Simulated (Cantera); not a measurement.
A closed system holds: 1 mol CF4, 0.027 mol F2, equilibrated at 0.133 bar.

These are equilibrium values from Cantera (NASA tables, ideal gas, pure condensed phases), not measurements of a reactor. Candidate condensed phases: C; 23 gas species. Ions and electrons are included (thermal ionisation). Rates play no part.

Question: At 3500 K, list the 6 most abundant gas species with their mole fractions, and the condensed phases.

Answer: F 0.815, CF 0.111, CF2 0.0313, C3 0.0255, C 0.0109, C2 0.00586. Condensed: gas only.
